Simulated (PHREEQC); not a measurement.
Consider water at 20 °C with 0.0069 mol ZnCl2 and 0.00018 mol NiCl2 per kg of water. Closed to the air; pH follows from the charge balance.

The numbers come from PHREEQC with the ion-association model, wateq4f.dat.

### Question
The ionic strength comes out as 0.0210 mol/kgw. What activity coefficients do Cl-, ZnOH+, H+, ZnCl+, Ni+2 get?

### Answer
Cl- 0.86, ZnOH+ 0.87, H+ 0.89, ZnCl+ 0.87, Ni+2 0.57.

Precipitation was switched off in this run.
